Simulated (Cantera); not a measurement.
Feed: 1 mol MgO, 0.023 mol C, 0.087 mol H₂, equilibrated at 2775 °C and 0.290 bar.

Cantera equilibrium calculation (NASA polynomials, part measured and part estimated; ideal gas, pure solids and liquids). Candidate condensed phases: C, C₆H₆, C₇H₈, C₈H₁₈, H₂O, Mg, MgCO₃, MgO, Mg(OH)₂; 116 gas species. The tables' values for MgH are old estimates; treat these amounts as uncertain. Rates play no part.

What is the equilibrium state?


```json
{
 "x(Mg)": "0.413",
 "x(H₂O)": "0.135",
 "x(H)": "0.0882",
 "x(H₂)": "0.0677",
 "x(OH)": "0.0608",
 "x(CO)": "0.0606",
 "x(O)": "0.0482",
 "x(MgO)": "0.0470",
 "x(O₂)": "0.0381",
 "n(MgO(s))": "0.855 mol",
 "gas_amount": "0.2996 mol",
 "log10 activity of Mg(l) (absent)": "-3.45",
 "log10 activity of C(graphite) (absent)": "-7.15"
}
```
